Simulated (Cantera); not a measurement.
## Premixed flame

A freely propagating, adiabatic, planar premixed flame of 35.3 % H2, 13.6 % O2, 51.1 % N2, equivalence ratio 1.3, unburnt at 400 K and 7500 Torr; mixture-averaged transport, grid criteria slope 0.08 and curve 0.16, no radiation.

Model: the H2/O2 subset of GRI-Mech 3.0, which has no nitrogen chemistry, integrated in Cantera. The hydrogen kinetics of GRI-Mech 3.0 are dated; newer H2 mechanisms differ, most at raised pressure. Burning velocities carry a grid error of a few per cent, more on coarse grids.

| z (mm) | T (K) | u (m/s) | x H2 | x O2 | x H2O | x H2O2 | x H | x HO2 |
|---|---|---|---|---|---|---|---|---|
| -0.0641 | 400 | 3.78 | 0.353 | 0.136 | 2.45e-8 | <1e-8 | <1e-8 | <1e-8 |
| -0.0427 | 400 | 3.78 | 0.353 | 0.136 | 2.82e-7 | <1e-8 | <1e-8 | 1.14e-8 |
| -0.0320 | 401 | 3.78 | 0.352 | 0.136 | 4.66e-6 | 2.96e-8 | <1e-8 | 2.33e-7 |
| -0.0214 | 405 | 3.80 | 0.348 | 0.137 | 7.81e-5 | 6.14e-7 | <1e-8 | 4.77e-6 |
| -0.0107 | 507 | 4.59 | 0.318 | 0.140 | 0.00557 | 5.62e-5 | 6.41e-6 | 0.000545 |
| -0.00534 | 881 | 7.65 | 0.267 | 0.129 | 0.0442 | 0.000189 | 0.00160 | 0.00153 |
| 0 | 1364 | 11.6 | 0.200 | 0.0951 | 0.122 | 7.10e-5 | 0.0108 | 0.000717 |
| 0.00534 | 1701 | 14.3 | 0.142 | 0.0539 | 0.199 | 7.31e-6 | 0.0223 | 0.000334 |
| 0.0107 | 1893 | 15.8 | 0.109 | 0.0271 | 0.247 | 4.02e-6 | 0.0280 | 0.000150 |
| 0.0214 | 2075 | 17.2 | 0.0881 | 0.00842 | 0.281 | 2.18e-6 | 0.0267 | 4.14e-5 |
| 0.0427 | 2219 | 18.3 | 0.0845 | 0.00282 | 0.296 | 1.17e-6 | 0.0189 | 1.32e-5 |
| 0.0855 | 2320 | 19.0 | 0.0845 | 0.00121 | 0.305 | 6.73e-7 | 0.0117 | 5.12e-6 |
| 0.171 | 2385 | 19.4 | 0.0846 | 0.000452 | 0.310 | 3.34e-7 | 0.00678 | 1.60e-6 |
x: mole fraction of selected species; z is measured from the peak of heat release.

| Quantity | Result |
|---|---|
| laminar burning velocity | 378 cm/s |
| thermal thickness | 0.0214 mm |
| peak x(H2O2) | 0.000190 |
| peak x(H) | 0.0286 |
| peak x(HO2) | 0.00165 |
| grid points | 114 |
